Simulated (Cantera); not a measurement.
**Reactions in the system Cr-N-O**

Standard-state values (1 bar) from the NASA 1993 polynomials, evaluated with Cantera. Values are per mole of reaction as written; species without (g) are pure solids or liquids, kept so even where they would boil at 1 bar.

NO₂(g) + 2 CrO₃(g) → Cr₂N + 8 O(g)

```
T (K)  ΔH° (kJ)  ΔS° (J/K)  ΔG° (kJ)  log10 K
-----  --------  ---------  --------  -------
300      2419.6      581.4    2245.2  -390.91
1200     2470.8      667.1    1670.2   -72.70
1250     2473.2      669.1    1636.8   -68.40
1300     2475.7      671.1    1603.3   -64.42
1350     2478.2      673.0    1569.7   -60.73
1400     2480.8      674.8    1536.0   -57.31
1450     2483.4      676.6    1502.2   -54.12
1500     2486.0      678.4    1468.3   -51.13
1550     2488.6      680.2    1434.4   -48.34
1600     2491.3      681.9    1400.3   -45.72
1650     2494.1      683.6    1366.2   -43.25
1700     2496.8      685.2    1332.0   -40.93
```
